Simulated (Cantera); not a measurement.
## Adiabatic ignition

An adiabatic, constant-volume homogeneous reactor starts with 10.4 % CH4, 18.8 % O2, 70.8 % N2, equivalence ratio 1.1, at 1798 K and 2630 Torr.

Detailed kinetics in Cantera: GRI-Mech 3.0 (53 species, 325 reactions). Above 3000 K some thermodynamic fits are extrapolated.

```csv
t (s),T (K),P (bar),x CH4,x O2,x CH2O,x NO2,x C2H4,x C2H,x CH3
2.00e-6,1798,3.50,0.103,0.188,5.70e-6,<1e-12,6.08e-8,<1e-12,8.61e-5
7.43e-6,1797,3.50,0.103,0.188,0.000111,<1e-12,5.93e-6,<1e-12,0.000416
2.76e-5,1842,3.60,0.0907,0.180,0.00283,1.78e-11,0.00101,2.10e-9,0.00275
0.000102,3130,6.54,<1e-12,0.0157,4.83e-9,3.69e-6,<1e-12,<1e-12,1.54e-12
0.000381,3124,6.52,<1e-12,0.0147,4.91e-9,4.79e-6,<1e-12,<1e-12,1.58e-12
0.00141,3124,6.52,<1e-12,0.0147,4.91e-9,4.79e-6,<1e-12,<1e-12,1.58e-12
0.00525,3124,6.52,<1e-12,0.0147,4.91e-9,4.79e-6,<1e-12,<1e-12,1.58e-12
0.0195,3124,6.52,<1e-12,0.0147,4.91e-9,4.79e-6,<1e-12,<1e-12,1.58e-12
0.0725,3124,6.52,<1e-12,0.0147,4.91e-9,4.79e-6,<1e-12,<1e-12,1.58e-12
0.269,3124,6.52,<1e-12,0.0147,4.91e-9,4.79e-6,<1e-12,<1e-12,1.58e-12
1.00,3124,6.52,<1e-12,0.0147,4.91e-9,4.79e-6,<1e-12,<1e-12,1.58e-12
```
x: mole fraction; the columns are a selection and need not sum to one.

```
Item                                                                 Value
---------------------------------  ---------------------------------------
time of steepest temperature rise                                  36.8 µs
temperature at 1.00 s                                               3124 K
equilibrium temperature                                             3124 K
x(CH4) at 1.00 s                     <1e-12 (gas-phase equilibrium <1e-12)
x(O2) at 1.00 s                      0.0147 (gas-phase equilibrium 0.0147)
x(CH2O) at 1.00 s                  4.91e-9 (gas-phase equilibrium 4.91e-9)
```
